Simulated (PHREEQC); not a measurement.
A PHREEQC input (ion-association model, phreeqc.dat):

```
SOLUTION 1
  temp 25
  units mg/kgw
  pH 12.5
  pe 8.8
  Na 1.73
  K 1.08
  Ca 0.5
  Mg 0.0726
  Cl 3.02
  S(6) 0.244 as SO4
  Alkalinity 2.7 as HCO3
  Pb 0.00393
  Li 0.000213
  Sr 0.0182
  O(0) 0.000732
END
USE solution 1
EQUILIBRIUM_PHASES 1
  Quartz 0 0.5
  CO2(g) -3.4 10
END
```

It stops with these messages:

```
WARNING: Maximum iterations exceeded, 100
WARNING: Maximum iterations exceeded, 100
WARNING: The program has failed to converge to a numerical solution.
ERROR:           Alkalinity has not converged. Total: 4.424844e-05	Calculated: 3.679010e-02	Residual: -3.674585e-02
ERROR: Is non-carbonate alkalinity greater than total alkalinity?
ERROR:                   Ca has not converged. Total: 1.247505e-05	Calculated: 1.189437e-05	Residual: 5.806822e-07
ERROR:                   Cl has not converged. Total: 8.518320e-05	Calculated: 9.769835e-05	Residual: -1.251515e-05
ERROR:                    K has not converged. Total: 2.762007e-05	Calculated: 3.170335e-05	Residual: -4.083278e-06
ERROR:                   Li has not converged. Total: 3.069607e-08	Calculated: 3.482344e-08	Residual: -4.127370e-09
ERROR:                   Mg has not converged. Total: 2.986180e-06	Calculated: 2.893857e-06	Residual: 9.232276e-08
ERROR:                   Na has not converged. Total: 7.525076e-05	Calculated: 8.603656e-05	Residual: -1.078579e-05
ERROR:                 O(0) has not converged. Total: 4.575000e-08	Calculated: 4.588282e-08	Residual: -1.328177e-10
ERROR:                   Pb has not converged. Total: 1.896810e-08	Calculated: 3.735582e-09	Residual: 1.523252e-08
ERROR:                 S(6) has not converged. Total: 2.539973e-06	Calculated: 2.253723e-06	Residual: 2.862508e-07
ERROR:                   Sr has not converged. Total: 2.077151e-07	Calculated: 1.911097e-07	Residual: 1.660541e-08
ERROR:                   Mu Ionic strength has not converged. 	Residual: 2.800937e-04
ERROR:               A(H2O) Activity of water has not converged. 	Residual: 6.256421e-04
ERROR: Model failed to converge for initial solution  1.
```

### Question
Why does the run stop?

### Answer
The fault: pH typed as 12.5 with the alkalinity kept. The line should read `pH 6.44` where the input has `pH 12.5`. With the mend the run ends at pH 6.86 and ionic strength 0.000153 mol/kgw.
